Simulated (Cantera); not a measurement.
Input: 1 mol SiC, 0.52 mol CO2, 78 mol H2, 0.1 mol N2O, at 1798.15 K and 7.90 mbar.

Cantera equilibrium calculation (NASA polynomials, part measured and part estimated; ideal gas, pure solids and liquids). Candidate condensed phases: C, C6H6, C7H8, C8H18, H2O, Si, SiC, SiO2, Si2N2O, Si3N4; 151 gas species. Rates play no part.

Base state: H2 0.980, CO 0.0105, H 0.00393, SiO 0.00387, N2 0.00125, Si 7.64e-5, HCN 2.60e-5 (mole fractions); condensed: SiC(s).

### Question
What changes in the equilibrium state with this change: temperature from 1798.15 K to 1625 K?

### Answer
| species | before | after |
|---|---|---|
| H2 | 0.980 | 0.984 |
| CO | 0.0105 | 0.0105 |
| SiO | 0.00387 | 0.00391 |
| H | 0.00393 | 0.000787 |
| Si | 7.64e-5 | 2.56e-6 |
| HCN | 2.60e-5 | 7.72e-6 |
| N2 | 0.00125 | 0.00126 |
| SiC(s), mol | 0.685 | 0.689 |
